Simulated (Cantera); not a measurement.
Feed: 1 mol B2H6, 4.9 mol H2O, a varied amount of N2, at 1448.15 K and 210 Pa.

Equilibrium computed with Cantera from the NASA thermochemical tables; the gas is ideal and each condensed phase is pure. Candidate condensed phases: B, BN, B2O3, B3O3H3, H2O; 39 gas species. The feed counts by its element totals alone. Gases not in the tables: H3BO3. Equilibrium is a limit: real reactors are often held back by kinetics, nucleation or transport.

Q: Which condensed phases are stable at each of these points (n(N2) (mol)): 0.95, 1.8, 3.5, 6.6, 12, 24, 45, 86, 160?

A: 
```tsv
n(N2) (mol)	condensed phases	B condensed (%)
0.95	B2O3(l)	38.6
1.8	B2O3(l)	36.1
3.5	B2O3(l)	31.6
6.6	B2O3(l)	24.4
12	B2O3(l)	13.8
24	gas only	0.0
45	gas only	0.0
86	gas only	0.0
160	gas only	0.0
```

From 0.95 mol N2 to 12 mol N2 the condensed part is B2O3(l). From 24 mol N2 to 160 mol N2 nothing is condensed.
